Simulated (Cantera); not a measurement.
## Equilibrium for metals in furnace atmospheres: Fe + NH3 + N2 + SO2

Feed: 1 mol Fe, 16 mol NH3, 48 mol N2, 0.19 mol SO2, held at 75.0 Torr.

Equilibrium computed with Cantera from the NASA thermochemical tables; the gas is ideal and each condensed phase is pure. Candidate condensed phases: Fe, FeO, Fe(OH)2, Fe(OH)3, FeS, FeSO4, FeS2, Fe2O3, Fe2(SO4)3, Fe3O4, H2O, H2SO4, S; 38 gas species. Metal and sulfide melt together well below either melting point, which pure phases cannot show. Mutual solubility and eutectic melting of coexisting phases are not modelled. FeS: taken at fixed stoichiometry. Gases not in the tables: S3 to S7. The numbers say what is thermodynamically allowed, not how fast it happens.

```tsv
T (°C)	x N2	x H2	x H2O	x H2S	x H	x Fe	n Fe(γ)	n FeS(s)	n Fe(δ)	n Fe(l)
977	0.700	0.294	0.00475	0.00163	8.28e-7	2.48e-9	0.941	0.0594	0	0
1027	0.700	0.293	0.00475	0.00208	1.89e-6	1.09e-8	0.978	0.0222	0	0
1077	0.700	0.293	0.00475	0.00234	4.08e-6	4.30e-8	1.000	0	0	0
1127	0.700	0.293	0.00475	0.00232	8.32e-6	1.53e-7	1.000	0	0	0
1177	0.700	0.293	0.00475	0.00228	1.62e-5	4.99e-7	1.000	0	0	0
1227	0.700	0.293	0.00475	0.00223	3.01e-5	1.50e-6	1.000	0	0	0
1277	0.700	0.293	0.00475	0.00216	5.39e-5	4.19e-6	1.000	0	0	0
1327	0.700	0.293	0.00475	0.00206	9.31e-5	1.10e-5	0.999	0	0	0
1377	0.700	0.293	0.00475	0.00195	0.000156	2.70e-5	0.998	0	0	0
1427	0.700	0.293	0.00475	0.00181	0.000252	6.29e-5	0	0	0.995	0
1477	0.700	0.293	0.00474	0.00167	0.000398	0.000139	0	0	0.989	0
1527	0.699	0.293	0.00474	0.00152	0.000613	0.000295	0	0	0.976	0
1577	0.699	0.293	0.00473	0.00136	0.000922	0.000585	0	0	0	0.953
```
x: gas mole fraction; n: condensed amount in mol.

From 977 °C to 1027 °C the condensed part is Fe(γ) + FeS(s). From 1077 °C to 1377 °C the condensed part is Fe(γ). From 1427 °C to 1527 °C the condensed part is Fe(δ). At 1577 °C the condensed part is Fe(l).
